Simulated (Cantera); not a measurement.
Feed: 1 mol Al(CH3)3, 5.9 mol O2, 110 mol N2, equilibrated at 1048 K and 0.203 Torr.

Method: chemical equilibrium by Gibbs-energy minimisation in Cantera with the NASA 1993 tables (ideal gas, pure condensed phases). Candidate condensed phases: Al, AlN, Al2O3, C, C6H6, C7H8, C8H18, H2O; 148 gas species. The feed counts by its element totals alone. Equilibrium is a limit: real reactors are often held back by kinetics, nucleation or transport.

Q: What is the equilibrium state?

A: 
```json
{
  "x(N2)": "0.936",
  "x(H2O)": "0.0372",
  "x(CO2)": "0.0249",
  "x(H2)": "0.00109",
  "x(CO)": "0.000614",
  "n(Al2O3(s))": "0.500 mol",
  "gas_amount": "117.5 mol",
  "log10 activity of C(graphite) (absent)": "-9.04",
  "log10 activity of Al(l) (absent)": "-21.63"
}
```
